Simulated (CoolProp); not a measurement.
Vapour-liquid equilibrium of dimethyl ether (1) + ethanol (2) at 0.0243 MPa; x and y are mole fractions of (1).

Computed with CoolProp (multi-fluid Helmholtz-energy mixture model, Wu 2011 and Schroeder 2014; pair parameters Bell 2016).

```csv
x,bubble temperature (°C),y at the bubble point,dew temperature at overall composition x (°C),liquid density (mol/L)
0.05,-0.7,0.940,45.0,17.43
0.125,-22.6,0.990,43.4,17.73
0.2,-32.0,0.996,41.6,17.80
0.275,-37.4,0.998,39.7,17.80
0.35,-41.0,0.999,37.7,17.75
0.425,-43.6,0.999,35.4,17.69
0.5,-45.5,0.999,32.8,17.61
0.575,-46.9,0.999,29.9,17.51
0.65,-48.2,1.000,26.4,17.41
0.725,-49.2,1.000,22.3,17.29
0.8,-50.3,1.000,17.1,17.16
0.875,-51.3,1.000,9.8,17.03
0.95,-52.4,1.000,-3.3,16.88
```

No azeotrope shows between x = 0.05 and 0.95.

Pair parameters are fitted to limited data, so mixtures are less certain than the pure fluids. With so large a gap from Raoult's law the liquid may split in two, which this calculation doesn't test in full.
